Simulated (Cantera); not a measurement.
**Thermodynamics of calcination and drying, feed CsOH + H₂**

A closed system holds: 1 mol CsOH, 3.7 mol H₂, equilibrated at 1477 °C and 0.440 bar.

Cantera equilibrium calculation (NASA polynomials, part measured and part estimated; ideal gas, pure solids and liquids). Candidate condensed phases: Cs, CsOH, H₂O; 15 gas species. The numbers say what is thermodynamically allowed, not how fast it happens.

```yaml
x(H₂): 0.689
x(H₂O): 0.110
x(Cs): 0.110
x(CsOH): 0.0913
x(H): 0.000291
x(Cs₂): 2.47e-5
x(Cs₂(OH)₂): 2.86e-6
x(OH): 2.72e-6
gas_amount: 4.974 mol
log10 activity of CsOH(l) (absent): -2.73
log10 activity of Cs(l) (absent): -2.94
```
